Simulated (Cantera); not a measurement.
Charge: 1 mol Ti(OiPr)₄, 0.17 mol H₂O, at 1898.15 K and 1.00 bar.

Cantera equilibrium calculation (NASA polynomials, part measured and part estimated; ideal gas, pure solids and liquids). Candidate condensed phases: C, C₆H₆, C₇H₈, C₈H₁₈, H₂O, Ti, TiC, TiO, TiO₂, Ti₂O₃, Ti₃O₅, Ti₄O₇; 113 gas species. The feed counts by its element totals alone. TiC: taken at fixed stoichiometry. Equilibrium is a limit: real reactors are often held back by kinetics, nucleation or transport.

Base state: H₂ 0.771, CO 0.227, H 0.000687, CH₄ 0.000336, C₂H₂ (acetylene) 0.000291, H₂O 3.15e-5 (mole fractions); condensed: C(graphite) + TiC(s).

Q: What changes in the equilibrium state with this change: H₂O from 0.17 to 13 mol?

A: 
```
species             before     after
----------------  --------  --------
H₂                   0.771     0.617
CO                   0.227     0.299
H₂O                3.15e-5    0.0747
C₂H₂ (acetylene)  0.000291     <1e-9
CO₂                2.21e-6   0.00861
CH₄               0.000336   9.56e-8
H                 0.000687  0.000615
C(graphite), mol      6.81         0
TiC(s), mol           1.00         0
Ti₄O₇(s), mol            0     0.250
```
Condensed phases not in the tables: Magnéli phases beyond Ti₄O₇.
